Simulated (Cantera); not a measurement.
## Boron, boron nitride and boron oxide: B₂H₆ + H₂

Input: 1 mol B₂H₆, 10 mol H₂, equilibrated at 51.0 Pa.

Cantera equilibrium calculation (NASA polynomials, part measured and part estimated; ideal gas, pure solids and liquids). Candidate condensed phases: B; 7 gas species. The feed counts by its element totals alone. The tables' values for BH₂ are old estimates; treat these amounts as uncertain. Equilibrium is a limit: real reactors are often held back by kinetics, nucleation or transport.

```csv
T (°C),x H₂,x H,x B,x BH₂,n B(s)
1252,0.999,0.00105,7.89e-9,1.27e-5,2.00
1327,0.998,0.00240,6.19e-8,2.60e-5,2.00
1402,0.995,0.00513,4.03e-7,4.96e-5,2.00
1477,0.990,0.0102,2.23e-6,8.92e-5,2.00
1552,0.981,0.0193,1.07e-5,0.000152,2.00
1627,0.965,0.0345,4.53e-5,0.000247,2.00
1702,0.941,0.0588,0.000171,0.000381,1.99
1777,0.903,0.0955,0.000588,0.000559,1.98
1852,0.849,0.148,0.00185,0.000780,1.96
1927,0.774,0.219,0.00536,0.00103,1.90
2002,0.675,0.309,0.0145,0.00126,1.75
```
x: gas mole fraction; n: condensed amount in mol.

From 1252 °C to 2002 °C the condensed part is B(s).
